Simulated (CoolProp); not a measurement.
Computed with CoolProp (reference Helmholtz-energy equation of state, Polt 1992). This equation is an older, rougher fit.

Question: For propyne, give the phase and the cv (kJ/(kg K)), Joule-Thomson coefficient (K/MPa) at 25.65 °C and 1.01 bar; 84.05 °C and 1.01 bar.

Answer: 
- 25.65 °C and 1.01 bar: gas; cv 1.33, Joule-Thomson coefficient 23.3
- 84.05 °C and 1.01 bar: gas; cv 1.49, Joule-Thomson coefficient 12.8
